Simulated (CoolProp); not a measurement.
Nitrogen at 993.39 K and 1.48 MPa flows at 12 m/s in a round tube of 25 mm bore and 1.5 µm roughness, fully developed (64/Re and Nu = 3.66 if laminar; Colebrook and Gnielinski if turbulent). Each further row changes one setting.

Model: reference Helmholtz-energy equation of state, Span 2000, in CoolProp.

| case | Reynolds number | Darcy friction factor | pressure drop (Pa/m) | heat-transfer coefficient (W/(m² K)) | mass flow (kg/h) |
|---|---|---|---|---|---|
| as stated | 36200 | 0.0227 | 326 | 220 | 106 |
| velocity 24 m/s | 72400 | 0.0195 | 1120 | 380 | 212 |
| diameter 50 mm | 72400 | 0.0194 | 140 | 189 | 424 |

Viscosity comes from a separate model (Lemmon 2004). Thermal conductivity comes from a separate model (Lemmon 2004).
